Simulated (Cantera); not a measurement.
A closed system holds: 1 mol AlN, 60 mol HCl, 3.5 mol N2, 1.1 mol Cl2, equilibrated at 1075 K and 11.0 mbar.

These are equilibrium values from Cantera (NASA tables, ideal gas, pure condensed phases), not measurements of a reactor. Candidate condensed phases: Al, AlCl3, AlN, NH4Cl; 20 gas species. Rates play no part.

Base state: HCl 0.916, N2 0.0619, AlCl3 0.0155, H2 0.00619 (mole fractions); condensed: gas only.

What changes in the equilibrium state with this change: temperature from 1075 K to 1798.15 K?


```tsv
species	before	after
HCl	0.916	0.889
N2	0.0619	0.0613
Cl	1.47e-6	0.0187
H2	0.00619	0.0149
AlCl3	0.0155	0.0146
AlCl	<1e-9	7.70e-5
H	1.10e-8	0.000411
```
The tables' values for AlCl2 are old estimates; treat these amounts as uncertain.
